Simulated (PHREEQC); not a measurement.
Buffer: an equilibrium model

Consider water at 25 °C with 0.021 mol NaHSO4, 0.0013 mol KOH and 3.2e-05 mol LiCl per kg of water. Closed to the air; pH follows from the charge balance.

The numbers come from PHREEQC with the ion-association model, phreeqc.dat.

```
Property                       Value
--------------------  --------------
pH                              1.98
ionic strength        0.0467 mol/kgw
specific conductance      6630 µS/cm
total alkalinity        -19.7 meq/kg
```

```csv
species,molality,activity,log γ
Na+,0.0204,0.0169,-0.082
SO4-2,0.0129,0.00605,-0.327
H+,0.0122,0.0105,-0.067
HSO4-,0.00747,0.00616,-0.084
K+,0.00125,0.00102,-0.088
NaSO4-,0.000616,0.000512,-0.080
KSO4-,5.21e-5,4.34e-5,-0.080
Cl-,3.20e-5,2.62e-5,-0.087
Li+,3.12e-5,2.61e-5,-0.077
LiSO4-,8.31e-7,6.89e-7,-0.081
```

No solid was allowed to form. Complexes and solids missing from the database can't appear.
